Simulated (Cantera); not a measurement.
Cantera with NASA thermochemical tables; ideal gases at 1 bar, condensed phases pure. Values are per mole of reaction as written; species without (g) are pure solids or liquids, kept so even where they would boil at 1 bar.

Task: Between 300 and 2448 K, where is each reaction favourable under standard conditions?
- O3(g) + 3 Si → 3 SiO(g)

Result: 
- O3(g) + 3 Si → 3 SiO(g): ΔG° is -545 kJ at 300 K and -1135 kJ at 2448 K; it stays negative (K > 1). ΔH° is -662 kJ and ΔS° 193 J/K at 2448 K.
